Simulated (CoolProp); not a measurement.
Octamethyltrisiloxane (MDM) along the isobar 0.101 MPa: density (kg/m³) from the reference equation and from simpler models built on Tc = 565.4 K, pc = 1.438 MPa, ω = 0.528; each cubic takes its own stable root.

Computed with CoolProp (reference Helmholtz-energy equation of state, Thol 2017).

| T (K) | phase | reference |
|---|---|---|
| 253 | liquid | 860.0 |
| 287.6 | liquid | 825.9 |
| 322.2 | liquid | 791.0 |
| 356.8 | liquid | 754.8 |
| 391.5 | liquid | 716.3 |
| 460.7 | gas | 6.591 |
| 495.4 | gas | 6.043 |
| 530 | gas | 5.594 |
| 564.6 | gas | 5.214 |

Q: How far does each simpler model (van der Waals, Redlich-Kwong, Soave-Redlich-Kwong, Peng-Robinson) lie from the reference over these 9 states: mean and median of the absolute difference, and the worst?

A: 
- van der Waals: mean 36.7 %, median 42.5 %, worst -98.9 % at 391.5 K and 0.101 MPa
- Redlich-Kwong: mean 17.9 %, median 15.0 %, worst -98.9 % at 391.5 K and 0.101 MPa
- Soave-Redlich-Kwong: mean 5.7 %, median 8.8 %, worst -12.1 % at 253 K and 0.101 MPa
- Peng-Robinson: mean 1.1 %, median 0.3 %, worst +3.1 % at 391.5 K and 0.101 MPa

At some of these states van der Waals, Redlich-Kwong gives the other phase, because its saturation line lies elsewhere.
